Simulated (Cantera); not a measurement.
**Pyrogenic steam for wet oxidation**

An isothermal, constant-pressure homogeneous reactor starts with 11.4 % H2, 6.33 % O2, 82.3 % N2, equivalence ratio 0.90, at 898 K and 0.290 bar.

Cantera simulation using GRI-Mech 3.0 (53 species, 325 reactions); the numbers are that mechanism's predictions, not measurements. Below about 950 K walls govern HO2 and H2O2 in real vessels. The temperature is held fixed by assumption; the heat of reaction is taken as removed at once.

| t (s) | x H2 | x O2 | x NO | x OH | x HO2 |
|---|---|---|---|---|---|
| 1.00e-5 | 0.114 | 0.0633 | <1e-12 | <1e-12 | <1e-12 |
| 4.19e-5 | 0.114 | 0.0633 | <1e-12 | <1e-12 | 3.16e-12 |
| 0.000176 | 0.114 | 0.0633 | <1e-12 | <1e-12 | 1.81e-11 |
| 0.000737 | 0.114 | 0.0633 | <1e-12 | 4.31e-12 | 2.90e-10 |
| 0.00309 | 0.114 | 0.0633 | <1e-12 | 1.50e-8 | 9.73e-7 |
| 0.0129 | 0.00610 | 0.00976 | 2.27e-7 | 3.06e-5 | 5.03e-6 |
| 0.0543 | 0.00211 | 0.00776 | 2.25e-7 | 2.53e-6 | 3.68e-6 |
| 0.228 | 0.00156 | 0.00748 | 1.80e-7 | 1.53e-7 | 2.95e-6 |
| 0.954 | 0.00111 | 0.00726 | 1.68e-7 | 1.39e-7 | 2.64e-6 |
| 4.00 | 0.000418 | 0.00692 | 1.21e-7 | 8.69e-8 | 1.71e-6 |
x: mole fraction; the columns are a selection and need not sum to one.

Equilibrium at this temperature and pressure: H2 8.19e-12, O2 0.00671, NO 1.70e-6, OH 7.94e-9, HO2 9.23e-12 (gas phase only).
